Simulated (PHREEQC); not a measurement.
0.25 g of hydrous ferric oxide (600 m²/g; 0.2 weak and 0.005 strong sites per Fe, Dzombak-Morel constants, diffuse double layer) in 1 kg of water with 0.05 mol/kgw of an inert sodium salt and 9.3e-05 mol Na2SeO4 and 1.6e-05 mol Na2HAsO4, at 25 °C; the pH is set by adding NaOH or the inert anion's acid. Oxygen alone is held at its pressure in air (log pO2 = -0.68). CO2 from the air is kept out. Precipitation was switched off in this run.

The numbers come from PHREEQC with the ion-association model, wateq4f.dat.

Q: Predict Se sorbed (%), surface charge σ (C/m²), surface potential ψ (mV) at pH = 4.33, 6.33, 7.

A: 
```
pH    Se sorbed (%)  surface charge σ (C/m²)  surface potential ψ (mV)
----  -------------  -----------------------  ------------------------
4.33           95.3                    0.172                       132
6.33           26.4                    0.052                        74
7               4.8                    0.028                        47
```

Complexes and solids missing from the database can't appear. The oxide is taken as insoluble; below pH 4 it would dissolve.
